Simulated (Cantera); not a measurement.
Feed: 1 mol Ta, 2.3 mol CO2, equilibrated at 0.0100 bar.

Cantera equilibrium calculation (NASA polynomials, part measured and part estimated; ideal gas, pure solids and liquids). Candidate condensed phases: C, Ta, TaC, Ta2O5; 15 gas species. Mutual solubility and eutectic melting of coexisting phases are not modelled. TaC: taken at fixed stoichiometry. Condensed phases not in the tables: Ta2C, N, O or C dissolved in the metal. Equilibrium is a limit: real reactors are often held back by kinetics, nucleation or transport.

x: gas mole fraction; n: condensed amount in mol.

```
T (°C)   x CO    x TaO2     x TaO     x CO2       x O  n TaC(s)  n Ta2O5(s)  n Ta(s)  n Ta2O5(l)
------  -----  --------  --------  --------  --------  --------  ----------  -------  ----------
1052    0.999    <1e-12    <1e-12  0.000567    <1e-12    0.0575       0.471        0           0
1152    0.999  1.35e-11    <1e-12  0.000561    <1e-12    0.0575       0.471        0           0
1252    0.999  5.03e-10  8.19e-12  0.000556  2.23e-12    0.0575       0.471        0           0
1352    0.999   1.18e-8  3.35e-10  0.000552  2.96e-11    0.0575       0.471        0           0
1452    0.999       ___       ___  0.000548       ___    0.0575       0.471        0           0
1552    0.999   2.24e-6   1.61e-7  0.000546   2.23e-9    0.0575       0.471        0           0
1652    0.999   2.02e-5   2.16e-6  0.000544   1.38e-8    0.0575       0.471        0           0
1752    0.999  0.000145   2.22e-5  0.000543   7.14e-8    0.0574       0.471        0           0
1852    0.999       ___       ___  0.000580       ___         0           0   0.0800       0.459
1952    0.996   0.00280  0.000591  0.000733   1.66e-6         0           0   0.0786       0.457
2052    0.988   0.00936   0.00210  0.000901   7.10e-6         0           0   0.0736       0.450
2152    0.964    0.0280   0.00668   0.00107   2.68e-5         0           0   0.0581       0.430
2252    0.903    0.0763    0.0193   0.00119   9.09e-5         0           0   0.0130       0.372
```

What belongs in the gaps?


- 1852, x TaO2: 0.000739
- 1852, x TaO: 0.000147
- 1852, x O: 3.39e-7
- 1452, x TaO2: 1.91e-7
- 1452, x TaO: 8.84e-9
- 1452, x O: 2.91e-10
